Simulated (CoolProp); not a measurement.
Vapour-liquid equilibrium of R22 (1) + R115 (2) at 1.59 MPa; x and y are mole fractions of (1).

The numbers come from the multi-fluid Helmholtz-energy mixture model, Kamei 1995 and Lemmon 2016; pair parameters Bell 2016 in CoolProp.

```
x     bubble temperature, mixture model (°C)  bubble temperature, Raoult's law (°C)  y, mixture model  y, Raoult's law
----  --------------------------------------  -------------------------------------  ----------------  ---------------
0.05                                    45.8                                   47.8             0.080            0.058
0.2                                     41.4                                   46.7             0.260            0.227
0.35                                    39.3                                   45.7             0.391            0.387
0.5                                     38.5                                   44.6             0.510            0.539
0.65                                    38.6                                   43.7             0.635            0.685
0.8                                     39.5                                   42.7             0.777            0.824
0.95                                    40.9                                   41.8             0.941            0.957
```

The largest gap from Raoult's law is -6.4 K in bubble temperature, at x = 0.35. y crosses x between x = 0.5 and 0.65: the model has an azeotrope there.

The pair parameters rest on a limited set of measurements; away from them the model extrapolates.
